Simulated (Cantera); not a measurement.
A freely propagating, adiabatic, planar premixed flame of CH₄ : CO : O₂ : N₂ = 1 : 0.054 : 1.56 : 4.37 (molar parts), unburnt at 698 K and 4.74 atm; mixture-averaged transport, grid criteria slope 0.08 and curve 0.16, no radiation.

Model: GRI-Mech 3.0 (53 species, 325 reactions), integrated in Cantera. Burning velocities carry a grid error of a few per cent, more on coarse grids.

x: mole fraction of selected species; z is measured from the peak of heat release.

| z (mm) | T (K) | u (m/s) | x CH₄ | x CO | x O₂ | x H₂O₂ | x HO₂ | x H₂O |
|---|---|---|---|---|---|---|---|---|
| -0.218 | 698 | 1.42 | 0.143 | 0.00772 | 0.223 | 2.88e-8 | ___ | 9.78e-5 |
| -0.145 | 702 | 1.44 | 0.142 | 0.00776 | 0.222 | 3.22e-7 | ___ | 0.000818 |
| -0.109 | 716 | 1.47 | 0.140 | 0.00808 | 0.219 | 1.61e-6 | ___ | 0.00326 |
| -0.0727 | 808 | 1.68 | 0.131 | 0.0108 | 0.211 | 1.03e-5 | ___ | 0.0163 |
| -0.0363 | 1281 | 2.73 | 0.0904 | 0.0306 | 0.164 | 3.29e-5 | ___ | 0.0739 |
| -0.0182 | 1729 | 3.75 | 0.0505 | 0.0556 | 0.112 | 1.25e-5 | ___ | 0.127 |
| 0 | 2139 | 4.70 | 0.0148 | 0.0828 | 0.0559 | 5.89e-6 | ___ | 0.177 |
| 0.0182 | 2351 | 5.18 | 0.00211 | 0.0934 | 0.0218 | 1.48e-6 | ___ | 0.202 |
| 0.0363 | 2421 | 5.32 | 0.000219 | 0.0907 | 0.00869 | 5.40e-7 | ___ | 0.210 |
| 0.0727 | 2465 | 5.40 | 2.86e-6 | 0.0839 | 0.00284 | 2.98e-7 | ___ | 0.212 |
| 0.145 | 2506 | 5.47 | <1e-8 | 0.0812 | 0.00152 | 2.16e-7 | ___ | 0.214 |
| 0.291 | 2545 | 5.54 | <1e-8 | 0.0809 | 0.000893 | 1.50e-7 | ___ | 0.217 |
| 0.581 | 2572 | 5.59 | <1e-8 | 0.0809 | 0.000524 | 1.02e-7 | ___ | 0.219 |

Q: What belongs in the gaps?

A: 
- -0.218, x HO₂: 1.87e-7
- -0.145, x HO₂: 2.07e-6
- -0.109, x HO₂: 1.04e-5
- -0.0727, x HO₂: 6.81e-5
- -0.0363, x HO₂: 0.000220
- -0.0182, x HO₂: 0.000250
- 0, x HO₂: 0.000105
- 0.0182, x HO₂: 2.30e-5
- 0.0363, x HO₂: 7.27e-6
- 0.0727, x HO₂: 2.96e-6
- 0.145, x HO₂: 1.71e-6
- 0.291, x HO₂: 9.33e-7
- 0.581, x HO₂: 5.01e-7
